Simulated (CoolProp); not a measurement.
A closed Brayton cycle with carbon dioxide: compressor inlet 307.15 K and 8.4 MPa, high pressure 20.5 MPa, turbine inlet 970 K, compressor efficiency 0.8, turbine efficiency 0.85, recuperator effectiveness 0.95 (on enthalpy, no pinch check). Each further row changes one setting.

Values from CoolProp's reference Helmholtz-energy equation of state, Span 1996.

```json
[
 {"case": "as stated", "thermal efficiency (%)": "37.9", "net work (kJ/kg)": "111", "compressor to turbine work": "0.16", "compressor exit (K)": "333.8", "turbine exit (K)": "857.8"},
 {"case": "turbine inlet 920 K", "thermal efficiency (%)": "[?]", "net work (kJ/kg)": "[?]", "compressor to turbine work": "[?]", "compressor exit (K)": "333.8", "turbine exit (K)": "[?]"},
 {"case": "compressor inlet 317.15 K", "thermal efficiency (%)": "37.9", "net work (kJ/kg)": "[?]", "compressor to turbine work": "0.30", "compressor exit (K)": "383.8", "turbine exit (K)": "857.8"},
 {"case": "high pressure 17.4 MPa", "thermal efficiency (%)": "35.1", "net work (kJ/kg)": "93.1", "compressor to turbine work": "[?]", "compressor exit (K)": "328.3", "turbine exit (K)": "[?]"},
 {"case": "recuperator effectiveness 0.5", "thermal efficiency (%)": "[?]", "net work (kJ/kg)": "111", "compressor to turbine work": "0.16", "compressor exit (K)": "333.8", "turbine exit (K)": "857.8"}
]
```

**Question.** Some entries are withheld; supply them.

**Answer.** 
- turbine inlet 920 K, thermal efficiency (%): 36.6
- turbine inlet 920 K, net work (kJ/kg): 104
- turbine inlet 920 K, compressor to turbine work: 0.17
- turbine inlet 920 K, turbine exit (K): 811.6
- compressor inlet 317.15 K, net work (kJ/kg): 92.6
- high pressure 17.4 MPa, compressor to turbine work: 0.15
- high pressure 17.4 MPa, turbine exit (K): 877.8
- recuperator effectiveness 0.5, thermal efficiency (%): 19.2
